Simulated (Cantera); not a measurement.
Input: 1 mol Al, 1.9 mol Cl₂, at 1675 K and 31000 Pa.

Cantera equilibrium calculation (NASA polynomials, part measured and part estimated; ideal gas, pure solids and liquids). Candidate condensed phases: Al, AlCl₃; 8 gas species. The tables' values for AlCl₂ are old estimates; treat these amounts as uncertain. Equilibrium is a limit: real reactors are often held back by kinetics, nucleation or transport.

Base state: AlCl₃ 0.666, Cl₂ 0.199, Cl 0.135, Al₂Cl₆ 6.48e-5, AlCl₂ 1.69e-5 (mole fractions); condensed: gas only.

Q: What changes in the equilibrium state with this change: Al replaced by B?

A: 
```
species   before    after
-------  -------  -------
BCl₃           0    0.666
Cl₂        0.199    0.199
Cl         0.135    0.135
AlCl₃      0.666        0
Al₂Cl₆   6.48e-5        0
AlCl₂    1.69e-5        0
BCl₂           0  1.49e-5
```
The tables' values for BCl₂ are old estimates; treat these amounts as uncertain. Further candidate phases: B.
